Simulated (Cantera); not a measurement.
A closed system holds: 1 mol SiC, 0.23 mol CO2, 29 mol H2, 1.2 mol O2, at 0.133 bar.

Equilibrium computed with Cantera from the NASA thermochemical tables; the gas is ideal and each condensed phase is pure. Candidate condensed phases: C, C6H6, C7H8, C8H18, H2O, Si, SiC, SiO2; 123 gas species. Mutual solubility and eutectic melting of coexisting phases are not modelled. The tables hold silica as quartz up to 1696 K and as liquid above; real silica turns to tridymite and cristobalite and melts near 1996 K. Equilibrium is a limit: real reactors are often held back by kinetics, nucleation or transport. All values below are at 1302 °C.

Base state: H2 0.959, CO 0.0377, SiO 0.00337, H 0.000111, CH4 3.83e-5, H2O 2.88e-5 (mole fractions); condensed: SiC(s) + SiO2(β-quartz).

Task: What changes in the equilibrium state with this change: pressure from 0.133 bar to 7.20 Pa?

Result: 
```csv
species,before,after
H2,0.959,0.927
CO,0.0377,0.0396
SiO,0.00337,0.0205
H2O,2.88e-5,0.00845
CH4,3.83e-5,<1e-9
CO2,3.90e-7,0.000125
H,0.000111,0.00471
"SiC(s), mol",0.0892,0
"SiO2(β-quartz), mol",0.809,0.365
```
